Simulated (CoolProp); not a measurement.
Values from CoolProp's reference Helmholtz-energy equation of state, Lemmon 2006. It is a short technical equation, of lower accuracy than the large ones.

Task: For CH3F (R41), give the phase and the cv (kJ/(kg K)), speed of sound (m/s), Joule-Thomson coefficient (K/MPa) at 136.6 K and 24.6 bar; 284.2 K and 0.87 bar.

Result: 
- 136.6 K and 24.6 bar: liquid; cv 1.47, speed of sound 1400, Joule-Thomson coefficient -0.359
- 284.2 K and 0.87 bar: gas; cv 0.844, speed of sound 298, Joule-Thomson coefficient 20.8
